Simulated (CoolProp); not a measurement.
The fluid at 315.05 K and 0.392 MPa flows at 12 m/s in a round tube of 6 mm bore and 15 µm roughness, fully developed (64/Re and Nu = 3.66 if laminar; Colebrook and Gnielinski if turbulent). The same conditions are run with several fluids, on thermodynamics alone (safety and materials aside).

Values from CoolProp's reference Helmholtz-energy equation of state of each fluid (R404A: Lemmon 2003; ammonia: Gao 2020; methane: Setzmann 1991; ethane: Bücker 2006; carbon dioxide: Span 1996). Blends and air are pseudo-pure fits.

```csv
fluid,Reynolds number,Darcy friction factor,pressure drop (Pa/m),heat-transfer coefficient (W/(m² K)),mass flow (kg/h)
R404A,86100,0.0266,4920,634,18.9
ammonia,17800,0.0312,987,284,?
methane,14800,?,931,292,?
ethane,33500,?,?,403,5.64
carbon dioxide,30600,0.0290,2330,284,8.18
```

Task: What belongs in the gaps?

Result: 
- ammonia, mass flow (kg/h): 3.22
- methane, Darcy friction factor: 0.0321
- methane, mass flow (kg/h): 2.95
- ethane, Darcy friction factor: 0.0287
- ethane, pressure drop (Pa/m): 1590

Transport values come from each fluid's own correlations.
